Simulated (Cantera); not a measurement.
Input (Python, Cantera) and output of one run.

```python
import numpy as np
import cantera as ct

gas_names = """
    N NO NO2 NO3 N2 N2O Nb NbO NbO2 O O2 O3
""".split()
cond_names = """
    Nb(cr) Nb(L) NbO(s) NbO(L) NbO2(I) NbO2(II) NbO2(III) NbO2(L) Nb2O5(s) Nb2O5(L)
""".split()


def load(file, names, dense=False):
    # The tables refer to 1 bar. Condensed volumes are neglected.
    table = {s.name: s for s in ct.Species.list_from_file(file)}
    out = []
    for n in names:
        d = dict(table[n].input_data)
        d["thermo"] = dict(d["thermo"], **{"reference-pressure": 1e5})
        if dense:
            d["equation-of-state"] = {"model": "constant-volume", "density": "1e6 g/cm^3"}
        out.append(ct.Species.from_dict(d))
    return out


gas = ct.Solution(thermo="ideal-gas", species=load("nasa_gas.yaml", gas_names))
cond = {s.name: ct.Solution(thermo="fixed-stoichiometry", species=[s], name=s.name)
        for s in load("nasa_condensed.yaml", cond_names, dense=True)}
atoms = {
    'Nb': {'Nb': 1},
    'N2O': {'N': 2, 'O': 1},
    'N2': {'N': 2},
}
top_T = {}  # K; cautious upper limits of use, not melting points


def equilibrate(T, P, feed):
    n = {}
    for name, mol in feed.items():
        for a, k in atoms[name].items():
            n[a] = n.get(a, 0.0) + k * mol
    gas.TPX = T, P, n
    mass = sum(n.values()) * gas.mean_molecular_weight
    gas.equilibrate("TP")
    valid = [c for c in cond.values() if c.min_temp <= T <= top_T.get(c.name, c.max_temp)]
    mix = ct.Mixture([(gas, mass / gas.mean_molecular_weight)] + [(c, 0.0) for c in valid])
    mix.T, mix.P = T, P
    mix.equilibrate("TP", solver="vcs", rtol=1e-11, max_steps=5000)
    return mix


results = []
feed = {'Nb': 1, 'N2O': 12, 'N2': 21}  # mol
P = 16000  # Pa
for T in [1773, 1798, 1823, 1848, 1873, 1898, 1923, 1948, 1973, 1998]:
    mix = equilibrate(T, P, feed)
    results.append((T, P, feed, dict(zip(mix.species_names, mix.species_moles))))

top = {s: max(r[3][s] / sum(r[3][g] for g in gas_names) for r in results) for s in gas_names}
cols = sorted((s for s in top if top[s] > 1e-06), key=lambda s: -top[s])[:8]
seen = [c for c in cond_names if any(r[3].get(c, 0) > 1e-12 for r in results)]
print("log10 of partial pressures in bar; condensed amounts in mol")
print(f"{'T/K':>10s}" + "".join(f"{s[:9]:>10s}" for s in cols + seen))
for T, P, feed, n in results:
    ng = sum(n[g] for g in gas_names)
    print(f"{T:10.4g}" + "".join(f"{np.log10(max(n[s] / ng * P / 1e5, 1e-99)):10.3f}" for s in cols)
          + "".join(f"{n.get(c, 0):10.4g}" for c in seen))
```

Result:

```
log10 of partial pressures in bar; condensed amounts in mol
       T/K        N2        O2        NO         O       NO2  Nb2O5(s)  Nb2O5(L)
      1773    -0.855    -1.702    -3.309    -4.878    -6.395       0.5         0
      1798    -0.855    -1.702    -3.272    -4.774    -6.381         0       0.5
      1823    -0.855    -1.703    -3.236    -4.673    -6.367         0       0.5
      1848    -0.855    -1.703    -3.201    -4.574    -6.354         0       0.5
      1873    -0.855    -1.704    -3.167    -4.478    -6.342         0       0.5
      1898    -0.855    -1.705    -3.134    -4.385    -6.330         0       0.5
      1923    -0.856    -1.705    -3.101    -4.294    -6.318         0       0.5
      1948    -0.856    -1.706    -3.070    -4.206    -6.306         0       0.5
      1973    -0.856    -1.707    -3.039    -4.119    -6.295         0       0.5
      1998    -0.856    -1.708    -3.010    -4.035    -6.284         0       0.5
```

These are equilibrium values from Cantera (NASA tables, ideal gas, pure condensed phases), not measurements of a reactor. Condensed phases not in the tables: the oxides between NbO2 and Nb2O5.
